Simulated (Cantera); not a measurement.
A perfectly stirred reactor is fed with CH4 : N2 = 1 : 13 (molar parts), at 760 Torr; it is held at 1275 K, and followed from long to short residence time.

Computed with Cantera and GRI-Mech 3.0 (53 species, 325 reactions). GRI-Mech 3.0 stops at C3 and has no aromatics, soot or wall deposition, so with more carbon than oxygen in the feed, carbon stays in small species such as C2H2 where larger ones or solid carbon would form.

Problem. What does this change do: temperature 1275 to 1425 K?

Solution. 
```csv
quantity,before,after
x(CH4) at τ = 1.40 s,0.0711,0.0577
x(C2H4) at τ = 1.40 s,6.70e-5,0.000471
x(C2H2) at τ = 1.40 s,3.26e-5,0.00588
x(CH3) at τ = 1.40 s,3.40e-6,2.55e-5
x(H2) at τ = 1.40 s,0.000288,0.0187
x(CH4) at τ = 71.0 ms,0.0714,0.0703
x(C2H4) at τ = 71.0 ms,5.42e-7,0.000246
x(C2H2) at τ = 71.0 ms,8.42e-9,0.000133
x(CH3) at τ = 71.0 ms,1.66e-6,3.37e-5
x(H2) at τ = 71.0 ms,7.19e-6,0.00104
```

Problem. What does this change do: temperature 1275 to 1750 K?

Solution. 
| quantity | before | after |
|---|---|---|
| x(CH4) at τ = 1.40 s | 0.0711 | 0.00401 |
| x(C2H4) at τ = 1.40 s | 6.70e-5 | 0.000108 |
| x(C2H2) at τ = 1.40 s | 3.26e-5 | 0.0313 |
| x(CH3) at τ = 1.40 s | 3.40e-6 | 5.87e-5 |
| x(H2) at τ = 1.40 s | 0.000288 | 0.0942 |
| x(CH4) at τ = 71.0 ms | 0.0714 | 0.0169 |
| x(C2H4) at τ = 71.0 ms | 5.42e-7 | 0.000227 |
| x(C2H2) at τ = 71.0 ms | 8.42e-9 | 0.0251 |
| x(CH3) at τ = 71.0 ms | 1.66e-6 | 0.000236 |
| x(H2) at τ = 71.0 ms | 7.19e-6 | 0.0759 |
